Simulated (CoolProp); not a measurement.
Vapour-liquid equilibrium of diethyl ether (1) + ethanol (2) at 79.85 °C; x and y are mole fractions of (1).

The numbers come from the multi-fluid Helmholtz-energy mixture model, Thol 2014 and Schroeder 2014; pair parameters Bell 2016 in CoolProp.

Question: Give the bubble pressure and the first vapour's composition at x = 0.425, 0.725, 0.875. Is there an azeotrope?

Answer: x = 0.425: 2.966 bar, y = 0.747; x = 0.725: 3.564 bar, y = 0.860; x = 0.875: 3.817 bar, y = 0.926. No azeotrope shows between x = 0.05 and 0.95.

The pair parameters rest on a limited set of measurements; away from them the model extrapolates.
